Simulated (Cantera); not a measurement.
An isothermal, constant-pressure homogeneous reactor starts with 1.76 % CH4, 0.245 % O2, 98.0 % N2, equivalence ratio 14, at 950 K and 10.0 bar.

Cantera simulation using GRI-Mech 3.0 (53 species, 325 reactions); the numbers are that mechanism's predictions, not measurements. GRI-Mech 3.0 stops at C3 and has no aromatics, soot or wall deposition, so with more carbon than oxygen in the feed, carbon stays in small species such as C2H2 where larger ones or solid carbon would form. Below about 1000 K GRI-Mech 3.0 lacks low-temperature oxidation paths.

Question: Predict: x(CH4) at 200 s; x(O2) at 200 s.

Answer: 
* **x(CH4) at 200 s**: 0.0151 (gas-phase equilibrium 0.0126)
* **x(O2) at 200 s**: 1.80e-5 (gas-phase equilibrium <1e-12)
